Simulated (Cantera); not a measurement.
Charge: 1 mol CH4, 0.056 mol CO2, held at 1948 K and 1000 Pa.

Method: chemical equilibrium by Gibbs-energy minimisation in Cantera with the NASA 1993 tables (ideal gas, pure condensed phases). Candidate condensed phases: C, C6H6, C7H8, C8H18, H2O; 110 gas species. Kinetics and transport are ignored.

Base state: H2 0.936, CO 0.0527, H 0.0109, C2H2 (acetylene) 0.000504 (mole fractions); condensed: C(graphite).

What changes in the equilibrium state with this change: CO2 from 0.056 to 0.079 mol?


| species | before | after |
|---|---|---|
| H2 | 0.936 | 0.916 |
| CO | 0.0527 | 0.0728 |
| H | 0.0109 | 0.0108 |
| C2H2 (acetylene) | 0.000504 | 0.000494 |
| C(graphite), mol | 0.942 | 0.919 |

What changes in the equilibrium state with this change: temperature from 1948 K to 1548.15 K?


```json
[
 {"species": "H2", "before": "0.936", "after": "0.947"},
 {"species": "CO", "before": "0.0527", "after": "0.0530"},
 {"species": "H", "before": "0.0109", "after": "0.000300"},
 {"species": "C2H2 (acetylene)", "before": "0.000504", "after": "1.49e-5"},
 {"species": "CH4", "before": "4.28e-6", "after": "1.84e-5"},
 {"species": "C(graphite), mol", "before": "0.942", "after": "0.944"}
]
```
